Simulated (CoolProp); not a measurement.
Vapour-liquid equilibrium of propylene (1) + propane (2) at 235.4 K; x and y are mole fractions of (1).

Model: multi-fluid Helmholtz-energy mixture model, Lemmon 2013 and Lemmon 2009; pair parameters Bell 2016, in CoolProp.

### Question
Give the bubble pressure and the first vapour's composition at x = 0.05, 0.725, 0.875. Is there an azeotrope?

### Answer
x = 0.05: 0.1248 MPa, y = 0.068; x = 0.725: 0.1494 MPa, y = 0.759; x = 0.875: 0.1529 MPa, y = 0.890. No azeotrope shows between x = 0.05 and 0.95.

Pair parameters are fitted to limited data, so mixtures are less certain than the pure fluids.
